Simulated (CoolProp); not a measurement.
Vapour-liquid equilibrium of benzene (1) + n-dodecane (2) at 276 kPa; x and y are mole fractions of (1).

Model: multi-fluid Helmholtz-energy mixture model, Thol 2012 and Lemmon 2004; pair parameters Bell 2016, in CoolProp.

Question: Give the bubble temperature and the first vapour's composition at x = 0.05, 0.35, 0.95. Is there an azeotrope?

Answer: x = 0.05: 520.6 K, y = 0.277; x = 0.35: 441.9 K, y = 0.926; x = 0.95: 392.0 K, y = 0.999. No azeotrope shows between x = 0.05 and 0.95.

The pair parameters rest on a limited set of measurements; away from them the model extrapolates.
